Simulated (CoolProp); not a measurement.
Acetone along the isotherm 550 K: Z from the reference equation and from simpler models built on Tc = 508.1 K, pc = 4.692 MPa, ω = 0.307; each cubic takes its own stable root.

Computed with CoolProp (reference Helmholtz-energy equation of state, Lemmon 2006). It is a short technical equation, of lower accuracy than the large ones.

```tsv
p (MPa)	phase	reference
0.293	gas	0.9812
0.587	gas	0.9621
0.88	gas	0.9428
1.17	gas	0.9235
1.47	gas	0.9032
1.76	gas	0.8832
2.05	gas	0.8630
2.35	gas	0.8416
```

How far does each simpler model (Pitzer virial, Soave-Redlich-Kwong, Peng-Robinson) lie from the reference over these 8 states: mean and median of the absolute difference, and the worst?


- Pitzer virial: mean 1.5 %, median 1.4 %, worst +3.2 % at 550 K and 2.35 MPa
- Soave-Redlich-Kwong: mean 1.3 %, median 1.2 %, worst +2.3 % at 550 K and 2.35 MPa
- Peng-Robinson: mean 0.2 %, median 0.2 %, worst +0.4 % at 550 K and 2.35 MPa
